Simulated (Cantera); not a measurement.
Mixture: CO : H2 : CH4 : O2 : N2 = 1 : 0.098 : 0.14 : 0.436 : 1.64 (molar parts), at 12000 Torr, adiabatic and at constant volume. Ignition delay is the time to a rise of 400 K.

Model: GRI-Mech 3.0 (53 species, 325 reactions), integrated in Cantera. The pressure lies above the range GRI-Mech 3.0 was tuned for (to about 10 atm).

Predict: delay at 1275 K; delay at 1375 K; delay at 1475 K; delay at 1575 K; delay at 1675 K; apparent activation energy between 1575 and 1675 K.


```
Property                                                 Value
--------------------------------------------------  ----------
delay at 1275 K                                        84.6 µs
delay at 1375 K                                        42.0 µs
delay at 1475 K                                        22.4 µs
delay at 1575 K                                        12.6 µs
delay at 1675 K                                        7.42 µs
apparent activation energy between 1575 and 1675 K  120 kJ/mol
```
